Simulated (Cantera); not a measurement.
## Stirred combustor or abatement burner

A perfectly stirred reactor is fed with CO : H2 : CH4 : O2 : N2 = 1 : 1.5 : 0.19 : 1.36 : 9.64 (molar parts), at 610000 Pa; it is adiabatic with a 550 K inlet, and is followed from long to short residence time, starting on the burning branch (τ in s: 0.085, 0.032, 0.012, 0.0045, 0.0017, 0.00064, 0.00024, 9.2e-05, 3.5e-05, 1.3e-05, 4.9e-06).

Cantera simulation using GRI-Mech 3.0 (53 species, 325 reactions); the numbers are that mechanism's predictions, not measurements.

```csv
τ (s),T (K),x CO,x H2,x CH4,x NO2,x CH2
0.085,1963,0.0291,0.0135,5.74e-6,1.16e-9,2.53e-8
0.032,1960,0.0292,0.0136,6.93e-6,2.23e-9,5.46e-8
0.012,1955,0.0293,0.0136,8.81e-6,4.10e-9,1.11e-7
0.0045,1947,0.0297,0.0138,1.21e-5,6.92e-9,2.10e-7
0.0017,1934,0.0303,0.0140,1.79e-5,1.03e-8,3.69e-7
0.00064,1911,0.0314,0.0145,2.90e-5,1.34e-8,6.04e-7
0.00024,1874,0.0334,0.0154,5.19e-5,1.51e-8,9.29e-7
9.2e-5,1818,0.0368,0.0166,0.000103,1.48e-8,1.35e-6
3.5e-5,1730,0.0434,0.0183,0.000252,1.25e-8,1.95e-6
1.3e-5,550,0.0730,0.110,0.0139,<1e-12,<1e-12
4.9e-6,550,0.0730,0.110,0.0139,<1e-12,<1e-12
```
x: mole fraction; the columns are a selection and need not sum to one.
